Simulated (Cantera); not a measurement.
An isothermal, constant-pressure homogeneous reactor starts with C₂H₆ : N₂ = 1 : 4.2 (molar parts), at 1400 K and 0.210 bar. Integrator tolerance rtol = 1e-08.

Model: GRI-Mech 3.0 (53 species, 325 reactions), integrated in Cantera. GRI-Mech 3.0 stops at C3 and has no aromatics, soot or wall deposition, so with more carbon than oxygen in the feed, carbon stays in small species such as C2H2 where larger ones or solid carbon would form.

Q: What does this change do: C2H6 1 to 9 parts?

A: 
```csv
quantity,before,after
x(C₂H₆) at 3.00 s,8.26e-6 (gas-phase equilibrium 3.61e-6),4.29e-5 (gas-phase equilibrium 3.70e-5)
x(CH₄) at 3.00 s,0.0432 (gas-phase equilibrium 0.0202),0.108 (gas-phase equilibrium 0.0899)
x(H) at 3.00 s,3.98e-6 (gas-phase equilibrium 5.35e-6),6.75e-6 (gas-phase equilibrium 7.45e-6)
x(C₂H) at 3.00 s,2.07e-9 (gas-phase equilibrium 1.68e-9),3.50e-9 (gas-phase equilibrium 3.27e-9)
x(HCN) at 3.00 s,9.47e-9 (gas-phase equilibrium 0.0950),8.52e-10 (gas-phase equilibrium 0.0713)
```

Q: What does this change do: C2H6 1 to 2.7 parts?

A: 
| quantity | before | after |
|---|---|---|
| x(C₂H₆) at 3.00 s | 8.26e-6 (gas-phase equilibrium 3.61e-6) | 2.16e-5 (gas-phase equilibrium 1.52e-5) |
| x(CH₄) at 3.00 s | 0.0432 (gas-phase equilibrium 0.0202) | 0.0758 (gas-phase equilibrium 0.0510) |
| x(H) at 3.00 s | 3.98e-6 (gas-phase equilibrium 5.35e-6) | 5.42e-6 (gas-phase equilibrium 6.58e-6) |
| x(C₂H) at 3.00 s | 2.07e-9 (gas-phase equilibrium 1.68e-9) | 2.82e-9 (gas-phase equilibrium 2.50e-9) |
| x(HCN) at 3.00 s | 9.47e-9 (gas-phase equilibrium 0.0950) | 3.03e-9 (gas-phase equilibrium 0.0973) |
